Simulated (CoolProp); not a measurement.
The fluid at 293.15 K and 0.226 MPa flows at 1.9 m/s in a round tube of 10 mm bore and 1.5 µm roughness, fully developed (64/Re and Nu = 3.66 if laminar; Colebrook and Gnielinski if turbulent). The same conditions are run with several fluids, on thermodynamics alone (safety and materials aside).

The numbers come from the reference Helmholtz-energy equation of state of each fluid (n-decane: Lemmon 2006; n-pentane: Thol 2019; ethanol: Schroeder 2014; methanol: de Reuck 1993; R123: Younglove 1994) in CoolProp.

Question: Rank n-decane, n-pentane, ethanol, methanol, R123 by Reynolds number, highest first.

Answer: R123 (63300), n-pentane (62800), methanol (25700), n-decane (15200), ethanol (12600)

| fluid | Darcy friction factor | pressure drop (Pa/m) | heat-transfer coefficient (W/(m² K)) | mass flow (kg/h) |
|---|---|---|---|---|
| n-decane | 0.0280 | 3690 | 2030 | 392 |
| n-pentane | 0.0205 | 2310 | 3570 | 336 |
| ethanol | 0.0294 | 4180 | 2250 | 424 |
| methanol | 0.0247 | 3530 | 3790 | 425 |
| R123 | 0.0204 | 5450 | 2950 | 793 |

Transport values come from each fluid's own correlations; those of n-pentane are estimates that may be off by 10 % or more.
